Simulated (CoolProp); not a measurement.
The numbers come from the reference Helmholtz-energy equation of state, Lemmon 2003 in CoolProp. It is a pseudo-pure fit of the blend.

Q: For R507A, give the phase and the cp (kJ/(kg K)), cv (kJ/(kg K)), speed of sound (m/s) at 353.6 K and 1730 kPa; 270.2 K and 22.2 kPa.

A: 
- 353.6 K and 1730 kPa: gas; cp 1.12, cv 0.921, speed of sound 156
- 270.2 K and 22.2 kPa: gas; cp 0.811, cv 0.724, speed of sound 159
